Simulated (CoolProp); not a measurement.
1-butene at several states: density (kg/m³) from the reference equation and from simpler models built on Tc = 146.1 °C, pc = 4.006 MPa, ω = 0.192; each cubic takes its own stable root.

Computed with CoolProp (reference Helmholtz-energy equation of state, Lemmon 2005). It is a short technical equation, of lower accuracy than the large ones.

| T (°C) | p (MPa) | phase | reference |
|---|---|---|---|
| 228.95 | 0.448 | gas | 6.154 |
| -72.75 | 7.28 | liquid | 702.9 |
| 83.65 | 0.616 | gas | 12.92 |
| 141.25 | 0.0523 | gas | 0.8557 |
| -113.15 | 0.027 | liquid | 740.1 |
| 137.35 | 0.926 | gas | 16.76 |

How far does each simpler model (van der Waals, Redlich-Kwong) lie from the reference over these 6 states: mean and median of the absolute difference, and the worst?


- van der Waals: mean 13.6 %, median 2.2 %, worst -39.4 % at -113.15 °C and 0.027 MPa
- Redlich-Kwong: mean 3.3 %, median 0.7 %, worst -9.6 % at -113.15 °C and 0.027 MPa
